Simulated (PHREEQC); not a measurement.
# Brine: an equilibrium model

Solution (26 °C): 2 mol MgSO4 and 0.2 mol NaHCO3 per kg of water. Closed to the air; pH follows from the charge balance.

Equilibrium calculation in PHREEQC: Pitzer model, pitzer.dat.

Each row changes one thing in this solution. No solid was allowed to form.

```csv
case,pH,ionic strength (mol/kgw)
as made,6.55,8.20
MgSO4 left out,[?],[?]
NaHCO3 replaced by NaBr at the same molality,6.08,8.20
```

Complete the blanks.


- MgSO4 left out, pH: 7.97
- MgSO4 left out, ionic strength (mol/kgw): 0.203

Some of these states are supersaturated (in Magnesite (slow to form), for instance). In brines, pH and single-ion activities rest on the MacInnes convention.
